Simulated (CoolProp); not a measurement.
Values from CoolProp's reference Helmholtz-energy equation of state, Gao 2022.

Question: Give the vapour pressure (kPa), enthalpy of vaporisation (kJ/kg), vapour Z of saturated n-perfluorobutane at 30.45, 34.35, 53.85 °C.

Answer: 
| T (°C) | p (kPa) | enthalpy of vaporisation (kJ/kg) | vapour Z |
|---|---|---|---|
| 30.45 | 317 | 86.0 | 0.889 |
| 34.35 | 357 | 84.5 | 0.879 |
| 53.85 | 615 | 75.9 | 0.818 |
